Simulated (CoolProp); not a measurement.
C3F8 (R218) at 293.15 K and 1.18 MPa flows at 10 m/s in a round tube of 20 mm bore and 45 µm roughness, fully developed (64/Re and Nu = 3.66 if laminar; Colebrook and Gnielinski if turbulent). Each further row changes one setting.

Computed with CoolProp (reference Helmholtz-energy equation of state, Lemmon 2006). It is a short technical equation, of lower accuracy than the large ones.

| case | Reynolds number | Darcy friction factor | pressure drop (Pa/m) | heat-transfer coefficient (W/(m² K)) | mass flow (kg/h) |
|---|---|---|---|---|---|
| as stated | (withheld) | (withheld) | (withheld) | 21400 | 15400 |
| velocity 20 m/s | 2950000 | (withheld) | (withheld) | (withheld) | (withheld) |
| diameter 40 mm | 2950000 | (withheld) | 34500 | 18800 | 61500 |

### Question
Fill in the missing entries.

### Answer

- as stated, Reynolds number: 1480000
- as stated, Darcy friction factor: 0.0243
- as stated, pressure drop (Pa/m): 82500
- velocity 20 m/s, Darcy friction factor: 0.0242
- velocity 20 m/s, pressure drop (Pa/m): 329000
- velocity 20 m/s, heat-transfer coefficient (W/(m² K)): 42700
- velocity 20 m/s, mass flow (kg/h): 30700
- diameter 40 mm, Darcy friction factor: 0.0203

Viscosity comes from a separate model (Huber 2003), an estimate that may be off by 10 % or more. Thermal conductivity comes from a separate model (Huber 2003), an estimate that may be off by 10 % or more.
